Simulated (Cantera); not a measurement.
Feed: 1 mol SiC, 2.8 mol H2, at 1.20 Pa.

These are equilibrium values from Cantera (NASA tables, ideal gas, pure condensed phases), not measurements of a reactor. Candidate condensed phases: C, C6H6, C7H8, C8H18, Si, SiC; 87 gas species. Equilibrium is a limit: real reactors are often held back by kinetics, nucleation or transport.

Q: What share of the Si ends up in condensed phases as a function of T (K), at 1750, 1800, 1850, 1900, 1950, 2000, 2050, 2100, 2150, 2200, 2250, 2300, 2350, 2400?

A: 
```
T (K)  Si condensed (%)      as
-----  ----------------  ------
1750               99.3  SiC(s)
1800               98.0  SiC(s)
1850               94.8  SiC(s)
1900               86.5  SiC(s)
1950               64.8  SiC(s)
2000                2.3  SiC(s)
2050                0.0       -
2100                0.0       -
2150                0.0       -
2200                0.0       -
2250                0.0       -
2300                0.0       -
2350                0.0       -
2400                0.0       -
```
